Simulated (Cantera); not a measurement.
Feed: 1 mol B2H6, 14 mol H2O, at 1925 °C and 0.133 bar.

Equilibrium computed with Cantera from the NASA thermochemical tables; the gas is ideal and each condensed phase is pure. Candidate condensed phases: B, B2O3, B3O3H3, H2O; 23 gas species. The feed counts by its element totals alone. Equilibrium is a limit: real reactors are often held back by kinetics, nucleation or transport.

Base state: H2O 0.554, H2 0.328, HBO2 0.104, H 0.00874, B2O3 0.00270, OH 0.00205, HBO 0.000637, BO2 0.000464 (mole fractions); condensed: gas only.

Task: What changes in the equilibrium state with this change: H2O from 14 to 0.36 mol?

Result: 
| species | before | after |
|---|---|---|
| H2 | 0.328 | 0.895 |
| HBO | 0.000637 | 0.0659 |
| H | 0.00874 | 0.0144 |
| H2O | 0.554 | 2.90e-5 |
| HBO2 | 0.104 | 0.000206 |
| B2O2 | 2.58e-6 | 0.0101 |
| BO | 0.000207 | 0.0129 |
| BH2 | <1e-9 | 0.00118 |
| B2O | <1e-9 | 0.000299 |
| O | 3.82e-5 | <1e-9 |
| B(s), mol | 0 | 1.64 |
The tables' values for BH2 are old estimates; treat these amounts as uncertain. Gases not in the tables: B2H6 and higher boranes.
